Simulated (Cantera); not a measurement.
A closed system holds: 1 mol (CH3)2SiCl2, 1.7 mol H2, 0.34 mol CH4, held at 2100 °C and 460 Pa.

These are equilibrium values from Cantera (NASA tables, ideal gas, pure condensed phases), not measurements of a reactor. Candidate condensed phases: C, C6H6, C7H8, C8H18, Si, SiC; 109 gas species. The feed counts by its element totals alone. The tables' values for SiCl, SiCl3 are old estimates; treat these amounts as uncertain. Gases not in the tables: Si2H6 and higher silanes. The numbers say what is thermodynamically allowed, not how fast it happens.

Base state: H2 0.523, HCl 0.178, H 0.149, Si 0.0663, Cl 0.0363, SiCl2 0.0174, SiC2 0.0117, SiCl 0.00721 (mole fractions); condensed: C(graphite) + SiC(s).

Q: What changes in the equilibrium state with this change: temperature from 2100 °C to 1227 °C?

A: 
```
species            before     after
----------------  -------  --------
H2                  0.523     0.690
HCl                 0.178     0.306
SiCl2              0.0174   0.00318
H                   0.149  0.000216
SiC2               0.0117     <1e-9
Si                 0.0663   1.67e-8
Cl                 0.0363   7.71e-5
Si2C              0.00670     <1e-9
SiH               0.00105   3.01e-9
C(graphite), mol     1.97      1.36
SiC(s), mol        0.0826     0.978
```
The tables' values for SiCl3 are old estimates; treat these amounts as uncertain.

Q: What changes in the equilibrium state with this change: H2 from 1.7 to 110 mol?

A: 
| species | before | after |
|---|---|---|
| H2 | 0.523 | 0.789 |
| H | 0.149 | 0.183 |
| HCl | 0.178 | 0.0134 |
| Si | 0.0663 | 0.00640 |
| SiCl2 | 0.0174 | 6.32e-6 |
| Cl | 0.0363 | 0.00222 |
| SiC2 | 0.0117 | 0.00113 |
| SiCl3 | 2.23e-5 | <1e-9 |
| SiCl | 0.00721 | 4.27e-5 |
| Si2C | 0.00670 | 6.26e-5 |
| C(graphite), mol | 1.97 | 0.778 |
| SiC(s), mol | 0.0826 | 0 |
The tables' values for SiCl are old estimates; treat these amounts as uncertain.
